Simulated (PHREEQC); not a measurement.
A solution holds 0.0013 mol H3PO4 and 0.00017 mol Na2B4O7 per kg of water, at 25 °C. Closed to the air; pH follows from the charge balance.

Computed with PHREEQC (ion-association model, phreeqc.dat).

| Property | Result |
|---|---|
| pH | 3.10 |
| ionic strength | 0.00117 mol/kgw |
| specific conductance | 334 µS/cm |
| total alkalinity | -0.960 meq/kg |

| species | molality | activity | log γ |
|---|---|---|---|
| H2PO4- | 0.00117 | 0.00112 | -0.016 |
| H+ | 0.000828 | 0.000798 | -0.016 |
| H3BO3 | 0.000680 | 0.000680 | 0.000 |
| Na+ | 0.000340 | 0.000327 | -0.017 |
| H3PO4 | 0.000132 | 0.000132 | 0.000 |
| HPO4-2 | 1.02e-7 | 8.75e-8 | -0.066 |

Precipitation was switched off in this run.
